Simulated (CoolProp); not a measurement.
Vapour-liquid equilibrium of octamethyltrisiloxane (MDM) (1) + octamethylcyclotetrasiloxane (D4) (2) at 0.754 kPa; x and y are mole fractions of (1).

Model: multi-fluid Helmholtz-energy mixture model, Thol 2017 and Thol 2015; pair parameters Bell 2016, in CoolProp.

| x | bubble temperature, mixture model (K) | bubble temperature, Raoult's law (K) | y, mixture model | y, Raoult's law |
|---|---|---|---|---|
| 0.05 | 322.0 | 322.3 | 0.152 | 0.139 |
| 0.125 | 319.6 | 320.1 | 0.324 | 0.307 |
| 0.2 | 317.6 | 318.1 | 0.452 | 0.441 |
| 0.275 | 315.9 | 316.3 | 0.553 | 0.548 |
| 0.35 | 314.3 | 314.7 | 0.635 | 0.635 |
| 0.425 | 312.9 | 313.1 | 0.704 | 0.708 |
| 0.5 | 311.6 | 311.8 | 0.762 | 0.768 |
| 0.575 | 310.4 | 310.5 | 0.813 | 0.819 |
| 0.65 | 309.2 | 309.3 | 0.857 | 0.863 |
| 0.725 | 308.1 | 308.2 | 0.895 | 0.900 |
| 0.8 | 307.1 | 307.1 | 0.929 | 0.932 |
| 0.875 | 306.1 | 306.1 | 0.959 | 0.960 |
| 0.95 | 305.2 | 305.2 | 0.985 | 0.985 |

The largest gap from Raoult's law is -0.5 K in bubble temperature, at x = 0.2. No azeotrope shows between x = 0.05 and 0.95.

The pair parameters rest on a limited set of measurements; away from them the model extrapolates.
